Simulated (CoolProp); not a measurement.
Saturation properties of R143a.

Computed with CoolProp (reference Helmholtz-energy equation of state, Lemmon and Jacobsen 2000).

```csv
T (°C),p (MPa),liquid density (kg/m³),liquid cp (kJ/(kg K)),surface tension (mN/m),liquid viscosity (µPa s),liquid conductivity (mW/(m K))
-55.55,0.06716,1189,1.304,15.5,236,106
-46.95,0.1027,1166,1.326,14.2,217,101
-38.45,0.1510,1142,1.349,13.0,201,97.5
-29.85,0.2162,1117,1.376,11.8,186,93.6
-21.25,0.3011,1092,1.405,10.5,172,89.7
-12.65,0.4095,1066,1.438,9.34,159,86.0
-4.05,0.5452,1038,1.475,8.18,147,82.4
4.55,0.7122,1009,1.519,7.05,136,78.8
13.05,0.9124,977.8,1.572,5.97,126,75.3
```

It boils at -47.2 °C under 1 atm.

Viscosity comes from a separate model (Klein 1997), an estimate that may be off by 10 % or more. Thermal conductivity comes from a separate model (McLinden 2000), an estimate that may be off by 10 % or more. Surface tension comes from a separate correlation (Mulero 2014).
